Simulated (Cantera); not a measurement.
Cantera run:

```python
import numpy as np
import cantera as ct

gas_names = """
    H H2 Si SiH SiH2 SiH3 SiH4 Si2 Si3
""".split()
cond_names = """
    Si(cr) Si(L)
""".split()


# ... load() reads the species with a 1 bar reference pressure and builds the phases ...
atoms = {
    'Si': {'Si': 1},
    'H2': {'H': 2},
}
top_T = {}  # K; cautious upper limits of use, not melting points


# ... equilibrate(T, P, feed) seeds the gas with the atoms and calls Mixture.equilibrate('TP', solver="vcs", rtol=1e-11, max_steps=5000) ...
results = []
feed = {'Si': 1, 'H2': 1.2}  # mol
T = 1723.15  # K
P = 30000  # Pa
mix = equilibrate(T, P, feed)
results.append((T, P, feed, dict(zip(mix.species_names, mix.species_moles))))
x = sorted(zip(gas.X, gas.species_names), reverse=True)
print(f"T = {T:g} K  P = {P:g} Pa  gas = {mix.phase_moles(0):.4g} mol")
print("   x: " + "  ".join(f"{s} {v:.3e}" for v, s in x if v > 1e-06))
print("   condensed (mol): " + ("  ".join(f"{mix.phase(i).name} {mix.phase_moles(i):.4g}"
      for i in range(1, mix.n_phases) if mix.phase_moles(i) > 1e-12) or "none"))
```

It prints:

```
T = 1723.15 K  P = 30000 Pa  gas = 1.2 mol
   x: H2 9.996e-01  H 3.333e-04  SiH2 1.699e-05  Si 3.286e-06  SiH 2.587e-06
   condensed (mol): Si(L) 1
```

These are equilibrium values from Cantera (NASA tables, ideal gas, pure condensed phases), not measurements of a reactor. Gases not in the tables: Si2H6 and higher silanes.
